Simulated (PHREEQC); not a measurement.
A made-up water analysis in mmol/kgw, 25 °C, pH 1.92, pe 9.6: Na 26.3; K 1.39; Ca 14.2; Mg 1.84; Cl 10.2; S(6) 37.1; Zn 0.283; Sr 0.0855; Cu(2) 0.0157; Si 0.862; Pb 0.411; Cd 0.00777.

Valence states are taken as typed.

All values are PHREEQC results (ion-association model, phreeqc.dat), not measurements.

This is a speciation only: nothing precipitates in the calculation.

Problem. Estimate the ionic strength, specific conductance.

Solution. ionic strength 0.0910 mol/kgw; specific conductance 9540 µS/cm.

Problem. In which forms is Zn present?

Solution. Zn+2 57 %, ZnSO4 37 %, Zn(SO4)2-2 5.8 %, ZnCl+ 0.6 % of the Zn.

Saturation is exceeded, for instance for Anglesite, Quartz (slow to form); the values hold only as long as no solid forms. Species that the database lacks are ignored.
